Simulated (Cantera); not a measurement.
A Cantera script and what it prints.

```python
import numpy as np
import cantera as ct

gas_names = """
    CL CL2 H HCL H2 Si SiCL SiCL2 SiCL3 SiCL4 SiH SiHCL3 SiH2 SiH2CL2 SiH3 SiH3CL SiH4 Si2 Si3
""".split()
cond_names = """
    Si(cr) Si(L)
""".split()


# ... load() reads the species with a 1 bar reference pressure and builds the phases ...
atoms = {
    'SiCl4': {'Si': 1, 'CL': 4},
    'H2': {'H': 2},
}
top_T = {}  # K; cautious upper limits of use, not melting points


# ... equilibrate(T, P, feed) seeds the gas with the atoms and calls Mixture.equilibrate('TP', solver="vcs", rtol=1e-11, max_steps=5000) ...
results = []
feed = {'SiCl4': 1, 'H2': 510}  # mol
T = 1198.15  # K
P = 4500  # Pa
mix = equilibrate(T, P, feed)
results.append((T, P, feed, dict(zip(mix.species_names, mix.species_moles))))
print(gas.report(threshold=0.0001))
for i in range(1, mix.n_phases):
    print(f"{mix.phase(i).name:16s} {mix.phase_moles(i):12.5e} mol")
```

It prints:

```
       temperature   1198.2 K
          pressure   4500 Pa
           density   0.0010342 kg/m^3
  mean mol. weight   2.2895 kg/kmol
   phase of matter   gas

                          1 kg             1 kmol
                     ---------------   ---------------
          enthalpy        1.1375e+07        2.6042e+07  J
   internal energy        7.0234e+06         1.608e+07  J
           entropy             86653        1.9839e+05  J/K
    Gibbs function       -9.2449e+07       -2.1166e+08  J
 heat capacity c_p             13583             31098  J/K
 heat capacity c_v            9951.4             22784  J/K

                      mass frac. Y      mole frac. X     chem. pot. / RT
                     ---------------   ---------------   ---------------
               HCL           0.11916         0.0074827           -42.018
                H2           0.87382           0.99236           -21.082
             SiCL2         0.0057442        0.00013286           -67.007
     [  +16 minor]          0.001277        2.3253e-05

Si(cr)            9.20533e-01 mol
```

Cantera equilibrium calculation (NASA polynomials, part measured and part estimated; ideal gas, pure solids and liquids).
